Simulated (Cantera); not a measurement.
An isothermal, constant-pressure homogeneous reactor starts with 20.8 % CH4, 79.2 % H2O, at 1623 K and 1.01 bar.

Cantera simulation using GRI-Mech 3.0 (53 species, 325 reactions); the numbers are that mechanism's predictions, not measurements.

x: mole fraction; the columns are a selection and need not sum to one.

| t (s) | x CH4 | x H2O | x C2H2 | x CH2CO | x CO |
|---|---|---|---|---|---|
| 0.000500 | 0.205 | 0.791 | 3.31e-5 | [?] | 7.07e-6 |
| 0.00101 | 0.201 | 0.789 | 0.000297 | [?] | 4.91e-5 |
| 0.00206 | 0.192 | 0.785 | 0.00194 | [?] | 0.000218 |
| 0.00417 | 0.175 | 0.774 | 0.00769 | [?] | 0.000601 |
| 0.00847 | 0.152 | 0.755 | 0.0186 | [?] | 0.00135 |
| 0.0172 | 0.122 | 0.731 | 0.0316 | [?] | 0.00287 |
| 0.0349 | 0.0890 | 0.702 | 0.0436 | 6.18e-5 | 0.00581 |
| 0.0707 | 0.0603 | 0.667 | 0.0511 | 6.44e-5 | 0.0110 |
| 0.143 | 0.0408 | 0.624 | 0.0505 | [?] | 0.0198 |
| 0.291 | 0.0308 | 0.571 | 0.0415 | [?] | 0.0344 |
| 0.590 | 0.0248 | 0.514 | 0.0278 | [?] | 0.0555 |
| 1.20 | 0.0186 | 0.460 | 0.0146 | [?] | 0.0790 |
| 2.43 | 0.0116 | 0.418 | 0.00534 | [?] | 0.0988 |
| 4.93 | 0.00553 | 0.394 | 0.00109 | [?] | 0.110 |
| 10.0 | 0.00173 | 0.385 | 9.68e-5 | [?] | 0.115 |

Question: Some entries are withheld; supply them.

Answer: 
- 0.000500, x CH2CO: 9.96e-9
- 0.00101, x CH2CO: 1.96e-7
- 0.00206, x CH2CO: 2.45e-6
- 0.00417, x CH2CO: 1.37e-5
- 0.00847, x CH2CO: 3.33e-5
- 0.0172, x CH2CO: 5.07e-5
- 0.143, x CH2CO: 5.58e-5
- 0.291, x CH2CO: 3.88e-5
- 0.590, x CH2CO: 2.17e-5
- 1.20, x CH2CO: 9.65e-6
- 2.43, x CH2CO: 3.14e-6
- 4.93, x CH2CO: 6.28e-7
- 10.0, x CH2CO: 6.79e-8
